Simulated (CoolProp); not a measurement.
Computed with CoolProp (reference Helmholtz-energy equation of state, Lemmon 2006). It is a short technical equation, of lower accuracy than the large ones.

Task: Give the vapour pressure (MPa), surface tension (mN/m), liquid viscosity (µPa s) of saturated toluene at 332.3 K.

Result: 
```tsv
T (K)	p (MPa)	surface tension (mN/m)	liquid viscosity (µPa s)
332.3	0.0179	23.8	383
```

Viscosity comes from a separate model (Avgeri 2015). Surface tension comes from a separate correlation (Mulero 2012).
